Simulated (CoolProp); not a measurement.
Saturation properties of methanol (Tc = 240.2 °C, pc = 8216 kPa, ω = 0.565).

Values from CoolProp's reference Helmholtz-energy equation of state, de Reuck 1993.

```csv
T (°C),p (kPa),vapour density (kg/m³),surface tension (mN/m),vapour viscosity (µPa s)
31.95,24.15,0.3138,21.6,9.84
50.65,57.27,0.7107,20.0,10.4
69.35,122.3,1.460,18.4,11.0
88.05,239.5,2.775,16.7,11.5
106.75,435.6,4.950,14.9,12.0
125.35,742.9,8.385,13.1,12.5
144.05,1206,13.74,11.1,12.9
162.75,1872,21.97,8.98,13.4
181.45,2798,34.32,6.76,14.1
200.15,4038,52.30,4.47,15.0
```

It boils at 64.5 °C under 1 atm.

Viscosity comes from a separate model (Xiang 2006). Surface tension comes from a separate correlation (Mulero 2012).
